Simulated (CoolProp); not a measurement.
Properties of dodecamethylpentasiloxane (MD3M) at several states (Tc = 628.0 K, pc = 954.0 kPa, ω = 0.730).

Values from CoolProp's reference Helmholtz-energy equation of state, Thol 2019.

```csv
T (K),p (kPa),phase,cv (kJ/(kg K)),speed of sound (m/s),Joule-Thomson coefficient (K/MPa),expansivity (1/kK)
369.8,46.7,liquid,1.612,728.5,-0.3619,1.238
519.2,92.4,gas,1.897,97.58,24.23,2.737
237.9,12.1,liquid,1.236,1159,-0.5268,1.062
246.9,1110,liquid,1.270,1130,-0.5151,1.058
306.1,912,liquid,1.454,925.9,-0.4436,1.108
368.4,157,liquid,1.609,733.6,-0.3645,1.232
```
